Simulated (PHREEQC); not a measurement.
Consider water at 20 °C with 0.077 mol/kgw HF, 0.016 mol/kgw NH4HF2, 0.0094 mol/kgw (NH4)2SiF6 and 0.0024 mol/kgw H3PO4. Closed to the air; pH follows from the charge balance.

All values are PHREEQC results (ion-association model, phreeqc.dat), not measurements.

No solid was allowed to form.

Q: What pH does the model give?

A: pH 2.31.

Q: In which forms is F present?

A: HF 51 %, SiF6-2 34 %, F- 9.3 %, HF2- 5.8 % of the F.

SiF6-2 is the database's only silicon fluoride.
